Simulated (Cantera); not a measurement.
# Thermodynamics of silicon epitaxy and polysilicon growth, feed SiH2Cl2 + N2

A closed system holds: 1 mol SiH2Cl2, 81 mol N2.

Equilibrium computed with Cantera from the NASA thermochemical tables; the gas is ideal and each condensed phase is pure. Candidate condensed phases: NH4Cl, Si, Si3N4; 28 gas species. N2 is the only nitrogen source here; it is nearly inert below about 1500 K, so the nitride shown seldom forms there in practice. The tables' values for SiCl3 are old estimates. Kinetics and transport are ignored.

Stable condensed phases:

```
T in °C \ P in Pa
            100    300    880   2600   7700  23000  68000 200000
   1477       A      A      B      B      B      B      B      B
   1452       A      B      B      B      B      B      B      B
   1427       A      B      B      B      B      B      B      B
   1402       A      B      B      B      B      B      B      B
   1377       B      B      B      B      B      B      B      B
   1352       B      B      B      B      B      B      B      B
   1327       B      B      B      B      B      B      B      B
   1302       B      B      B      B      B      B      B      B
   1277       B      B      B      B      B      B      B      B
   1252       B      B      B      B      B      B      B      B
   1227       B      B      B      B      B      B      B      B
   1202       B      B      B      B      B      B      B      B
   1177       B      B      B      B      B      B      B      B
   1152       B      B      B      B      B      B      B      B
```

A: Si; B: Si3N4.
